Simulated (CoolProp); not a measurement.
A Linde-Hampson liquefier for normal hydrogen: isothermal reversible compression at 280 K from 1 atm to 20 MPa, throttling to 1 atm, return gas leaving the recuperator 5 K below the feed. Each further row changes one setting.

Values from CoolProp's reference Helmholtz-energy equation of state, Leachman 2009.

```
case                        compression work (kJ/kg of gas)
--------------------------  -------------------------------
as stated                                              6250
high pressure 40 MPa                                   7200
warm-end temperature 310 K                             6910
warm-end gap 10 K                                      6250
```
